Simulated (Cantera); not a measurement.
Ignition delay

Mixture: CH4 : O2 : N2 = 1 : 2.47 : 9.28 (molar parts), equivalence ratio 0.81, at 5.40 bar, adiabatic and at constant volume. Ignition delay is the time to a rise of 400 K.

Detailed kinetics in Cantera: GRI-Mech 3.0 (53 species, 325 reactions).

```csv
T0 (K),delay (ms)
1125,21.8
1200,7.94
1275,3.12
1350,1.30
1425,0.579
1500,0.272
1575,0.135
1650,0.0715
```

```yaml
apparent activation energy between 1500 and 1650 K: 180 kJ/mol
```
